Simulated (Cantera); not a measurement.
What does this Cantera script print?

```python
import numpy as np
import cantera as ct

gas = ct.Solution("h2o2.yaml")
gas.TPX = 500, 66000, {'H2': 1, 'O2': 0.192, 'N2': 0.723}
flame = ct.FreeFlame(gas, width=0.054)
flame.set_refine_criteria(ratio=3, slope=0.08, curve=0.16)
flame.transport_model = "mixture-averaged"
flame.solve(loglevel=0, auto=True)
flame.transport_model = "multicomponent"
flame.soret_enabled = False
flame.solve(loglevel=0, refine_grid=True)
z, T = flame.grid, flame.T
thick = (T[-1] - T[0]) / np.gradient(T, z).max()
show = ['H2', 'O2', 'H', 'O', 'HO2', 'H2O']
print(f"laminar burning velocity  {flame.velocity[0] * 100:.3f} cm/s")
print(f"burnt temperature         {T[-1]:.1f} K")
print(f"thermal thickness         {thick * 1e3:.4f} mm")
print(f"grid points               {len(z)}")
z0 = z[flame.heat_release_rate.argmax()]
print(f"{'z/mm':>9s}{'T/K':>9s}{'u/(m/s)':>9s}" + "".join(f"{s:>11s}" for s in show))
rows = []
for k in (-3, -2, -1.5, -1, -0.5, -0.25, 0, 0.25, 0.5, 1, 2, 4, 8):
    zz = z0 + k * thick
    rows.append([k * thick, np.interp(zz, z, T), np.interp(zz, z, flame.velocity),
                 *(np.interp(zz, z, flame.X[gas.species_index(s)]) for s in show)])
    print(f"{rows[-1][0] * 1e3:9.3f}{rows[-1][1]:9.1f}{rows[-1][2]:9.3f}" + "".join(f"{x:11.3e}" for x in rows[-1][3:]))
```

It prints:

```
laminar burning velocity  567.821 cm/s
burnt temperature         2023.5 K
thermal thickness         0.7675 mm
grid points               128
     z/mm      T/K  u/(m/s)         H2         O2          H          O        HO2        H2O
   -2.302    500.0    5.678  5.222e-01  1.003e-01  4.473e-17  5.054e-16  1.517e-13  1.451e-13
   -1.535    500.0    5.678  5.222e-01  1.003e-01  3.604e-14  1.977e-13  3.180e-11  2.257e-11
   -1.151    500.0    5.678  5.222e-01  1.003e-01  1.008e-11  1.357e-11  1.942e-09  1.067e-09
   -0.767    500.1    5.679  5.222e-01  1.003e-01  2.614e-08  3.948e-09  5.740e-07  2.687e-07
   -0.384    530.6    6.004  5.194e-01  9.985e-02  2.465e-04  1.218e-05  2.065e-04  1.309e-03
   -0.192    760.0    8.462  4.933e-01  9.248e-02  7.803e-03  1.957e-04  1.124e-04  2.075e-02
    0.000   1128.9   12.237  4.076e-01  6.063e-02  4.334e-02  1.733e-03  4.398e-05  9.120e-02
    0.192   1376.3   14.740  3.238e-01  1.548e-02  7.707e-02  1.619e-03  1.066e-05  1.803e-01
    0.384   1479.7   15.765  3.053e-01  2.382e-03  8.057e-02  6.044e-04  1.557e-06  2.072e-01
    0.767   1575.9   16.687  3.094e-01  1.806e-04  7.056e-02  3.447e-04  1.160e-07  2.128e-01
    1.535   1676.6   17.627  3.191e-01  7.969e-05  5.642e-02  2.626e-04  5.356e-08  2.145e-01
    3.070   1775.9   18.533  3.289e-01  5.006e-05  4.190e-02  1.707e-04  3.509e-08  2.164e-01
    6.140   1860.2   19.285  3.374e-01  2.696e-05  2.924e-02  9.409e-05  2.067e-08  2.182e-01
```

Detailed kinetics in Cantera: the H2/O2 subset of GRI-Mech 3.0, which has no nitrogen chemistry. Burning velocities carry a grid error of a few per cent, more on coarse grids.
